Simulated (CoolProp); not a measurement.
Saturation properties of R245ca.

Computed with CoolProp (reference Helmholtz-energy equation of state, Zhou 2016).

```json
[
 {"T (K)": "240.7", "p (MPa)": "0.005475", "vapour density (kg/m³)": "0.3683", "liquid cp (kJ/(kg K))": "1.320", "surface tension (mN/m)": "23.8"},
 {"T (K)": "254.8", "p (MPa)": "___", "vapour density (kg/m³)": "___", "liquid cp (kJ/(kg K))": "___", "surface tension (mN/m)": "22.0"},
 {"T (K)": "268.9", "p (MPa)": "0.02771", "vapour density (kg/m³)": "1.686", "liquid cp (kJ/(kg K))": "1.342", "surface tension (mN/m)": "20.1"},
 {"T (K)": "283", "p (MPa)": "0.05368", "vapour density (kg/m³)": "3.134", "liquid cp (kJ/(kg K))": "1.358", "surface tension (mN/m)": "18.3"},
 {"T (K)": "297.1", "p (MPa)": "0.09629", "vapour density (kg/m³)": "5.428", "liquid cp (kJ/(kg K))": "1.378", "surface tension (mN/m)": "16.4"},
 {"T (K)": "311.2", "p (MPa)": "0.1620", "vapour density (kg/m³)": "8.874", "liquid cp (kJ/(kg K))": "___", "surface tension (mN/m)": "14.6"},
 {"T (K)": "325.3", "p (MPa)": "0.2582", "vapour density (kg/m³)": "13.85", "liquid cp (kJ/(kg K))": "1.426", "surface tension (mN/m)": "12.8"},
 {"T (K)": "339.4", "p (MPa)": "0.3933", "vapour density (kg/m³)": "20.80", "liquid cp (kJ/(kg K))": "1.457", "surface tension (mN/m)": "11.0"},
 {"T (K)": "353.5", "p (MPa)": "0.5764", "vapour density (kg/m³)": "30.33", "liquid cp (kJ/(kg K))": "1.492", "surface tension (mN/m)": "9.25"},
 {"T (K)": "367.5", "p (MPa)": "0.8156", "vapour density (kg/m³)": "43.12", "liquid cp (kJ/(kg K))": "___", "surface tension (mN/m)": "___"},
 {"T (K)": "381.6", "p (MPa)": "1.125", "vapour density (kg/m³)": "60.49", "liquid cp (kJ/(kg K))": "___", "surface tension (mN/m)": "5.93"},
 {"T (K)": "395.7", "p (MPa)": "1.516", "vapour density (kg/m³)": "84.16", "liquid cp (kJ/(kg K))": "1.672", "surface tension (mN/m)": "4.37"}
]
```

Some entries are withheld; supply them.


- 254.8, p (MPa): 0.01303
- 254.8, vapour density (kg/m³): 0.8315
- 254.8, liquid cp (kJ/(kg K)): 1.329
- 311.2, liquid cp (kJ/(kg K)): 1.400
- 367.5, liquid cp (kJ/(kg K)): 1.536
- 367.5, surface tension (mN/m): 7.56
- 381.6, liquid cp (kJ/(kg K)): 1.592

It boils at 298.4 K under 1 atm.

Surface tension comes from a separate correlation (Mulero 2012).
